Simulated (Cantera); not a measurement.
A freely propagating, adiabatic, planar premixed flame of 56.9 % H₂, 9.78 % O₂, 33.3 % N₂, equivalence ratio 2.9, unburnt at 623 K and 90.0 Torr; mixture-averaged transport, grid criteria slope 0.08 and curve 0.16, no radiation.

Model: the H2/O2 subset of GRI-Mech 3.0, which has no nitrogen chemistry, integrated in Cantera. Burning velocities carry a grid error of a few per cent, more on coarse grids.

x: mole fraction of selected species; z is measured from the peak of heat release.

| z (mm) | T (K) | u (m/s) | x H₂ | x O₂ | x OH | x H | x O | x H₂O |
|---|---|---|---|---|---|---|---|---|
| -22.8 | 623 | 6.92 | 0.569 | 0.0978 | <1e-8 | <1e-8 | <1e-8 | <1e-8 |
| -15.2 | 623 | 6.92 | 0.569 | 0.0978 | <1e-8 | <1e-8 | <1e-8 | <1e-8 |
| -11.4 | 623 | 6.92 | 0.569 | 0.0978 | <1e-8 | <1e-8 | <1e-8 | <1e-8 |
| -7.62 | 623 | 6.92 | 0.569 | 0.0978 | <1e-8 | 1.23e-6 | <1e-8 | 1.65e-7 |
| -3.81 | 635 | 7.04 | 0.567 | 0.0976 | 1.74e-5 | 0.000780 | 1.01e-5 | 0.000836 |
| -1.90 | 744 | 8.15 | 0.544 | 0.0941 | 0.000137 | 0.0124 | 0.000198 | 0.0111 |
| 0 | [?] | 11.4 | [?] | [?] | 0.00107 | [?] | [?] | [?] |
| 1.90 | 1275 | 13.6 | 0.331 | 0.00391 | 0.00112 | 0.123 | 0.000893 | 0.194 |
| 3.81 | 1351 | 14.4 | 0.330 | 0.000295 | 0.00119 | 0.117 | 0.000417 | 0.202 |
| 7.62 | 1441 | 15.2 | 0.339 | 0.000116 | 0.00146 | 0.105 | 0.000404 | 0.204 |
| 15.2 | 1547 | 16.2 | 0.350 | 0.000103 | 0.00175 | 0.0898 | 0.000381 | 0.205 |
| 30.5 | 1660 | 17.2 | 0.362 | 8.21e-5 | 0.00193 | 0.0729 | 0.000317 | 0.207 |
| 60.9 | 1770 | 18.2 | 0.373 | 5.70e-5 | 0.00194 | 0.0563 | 0.000229 | 0.209 |

Complete the blanks.


- 0, T (K): 1065
- 0, x H₂: 0.417
- 0, x O₂: 0.0518
- 0, x H: 0.0822
- 0, x O: 0.00254
- 0, x H₂O: 0.101
